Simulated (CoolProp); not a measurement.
A single-stage vapour-compression cycle with R404A: evaporating at 289.15 K (dew point), condensing at 312.15 K (bubble point), superheat 5 K, subcooling 2 K, compressor efficiency 0.85, no pressure losses. Each further row changes one setting.

Values from CoolProp's reference Helmholtz-energy equation of state, Lemmon 2003. It is a pseudo-pure fit of the blend.

```
case                              cooling COP  pressure ratio  discharge temperature (K)  refrigerating effect (kJ/kg)  volumetric capacity (kJ/m³)
--------------------------------  -----------  --------------  -------------------------  ----------------------------  ---------------------------
as stated                                8.64            1.84                      321.7                           124                         5940
evaporating temperature 294.15 K         11.5            1.60                      320.8                           126                         7000
condensing temperature 307.15 K          11.5            1.63                      315.9                           132                         6330
subcooling 7 K                           9.21            1.84                      321.7                           132                         6340
superheat 15 K                           8.73            1.84                      331.2                           134                         6050
compressor efficiency 0.75               7.62            1.84                      323.2                           124                         5940
```
